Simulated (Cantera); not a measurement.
Charge: 1 mol Si₂Cl₆, 74 mol H₂, held at 1075 K and 310 Pa.

Cantera equilibrium calculation (NASA polynomials, part measured and part estimated; ideal gas, pure solids and liquids). Candidate condensed phases: Si; 19 gas species. The feed counts by its element totals alone. The tables' values for SiCl₃ are old estimates; treat these amounts as uncertain. Kinetics and transport are ignored.

Base state: H₂ 0.946, HCl 0.0428, SiCl₄ 0.00512, SiCl₂ 0.00378, SiHCl₃ 0.00141, SiCl₃ 0.00111, SiH₂Cl₂ 4.51e-5 (mole fractions); condensed: Si(s).

**Question.** What changes in the equilibrium state with this change: temperature from 1075 K to 1723.15 K?

**Answer.** 
```csv
species,before,after
H₂,0.946,0.930
HCl,0.0428,0.0549
SiCl₂,0.00378,0.0112
Si,<1e-9,0.000318
SiCl,<1e-9,0.000141
SiCl₄,0.00512,1.10e-7
"Si(s), mol",1.12,0
"Si(l), mol",0,1.09
```
The tables' values for SiCl, SiCl₃ are old estimates; treat these amounts as uncertain. Gases not in the tables: Si₂H₆ and higher silanes.

**Question.** What changes in the equilibrium state with this change: temperature from 1075 K to 1525 K?

**Answer.** 
```
species      before    after
----------  -------  -------
H₂            0.946    0.933
HCl          0.0428   0.0558
SiCl₂       0.00378   0.0109
SiCl          <1e-9  1.16e-5
SiCl₄       0.00512  1.52e-6
Cl          1.05e-8  1.97e-5
Si(s), mol     1.12     1.15
```
The tables' values for SiCl₃, SiCl are old estimates; treat these amounts as uncertain.

**Question.** What changes in the equilibrium state with this change: pressure from 310 Pa to 13300 Pa?

**Answer.** 
```tsv
species	before	after
H₂	0.946	0.963
HCl	0.0428	0.0197
SiCl₄	0.00512	0.00945
SiHCl₃	0.00141	0.00575
SiH₂Cl₂	4.51e-5	0.000409
SiCl₂	0.00378	0.000784
SiCl₃	0.00111	0.000684
Si(s), mol	1.12	0.705
```
